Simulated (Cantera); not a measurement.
Cantera with NASA thermochemical tables; ideal gases at 1 bar, condensed phases pure. Values are per mole of reaction as written; species without (g) are pure solids or liquids, kept so even where they would boil at 1 bar.

4 NH₃(g) + P₄O₁₀ + 6 N(g) = 10 NO(g) + 4 PH₃(g)

| T (K) | ΔH° (kJ) | ΔS° (J/K) | ΔG° (kJ) | log10 K |
|---|---|---|---|---|
| 473 | 1280.6 | 999.7 | 807.7 | -89.20 |
| 498 | ? | ? | ? | ? |
| 523 | ? | ? | ? | ? |
| 548 | 1272.7 | 984.3 | 733.3 | -69.90 |
| 573 | ? | ? | ? | ? |
| 598 | 1266.7 | 973.8 | 684.4 | -59.78 |
| 623 | 1263.5 | 968.6 | 660.1 | -55.34 |
| 648 | ? | ? | ? | ? |
| 673 | 1256.7 | 958.1 | 611.9 | -47.49 |

### Question
Some entries are withheld; supply them.

### Answer

- 498, ΔH° (kJ): 1278.1
- 498, ΔS° (J/K): 994.6
- 498, ΔG° (kJ): 782.8
- 498, log10 K: -82.10
- 523, ΔH° (kJ): 1275.5
- 523, ΔS° (J/K): 989.5
- 523, ΔG° (kJ): 758.0
- 523, log10 K: -75.70
- 573, ΔH° (kJ): 1269.8
- 573, ΔS° (J/K): 979.1
- 573, ΔG° (kJ): 708.8
- 573, log10 K: -64.61
- 648, ΔH° (kJ): 1260.2
- 648, ΔS° (J/K): 963.3
- 648, ΔG° (kJ): 635.9
- 648, log10 K: -51.26
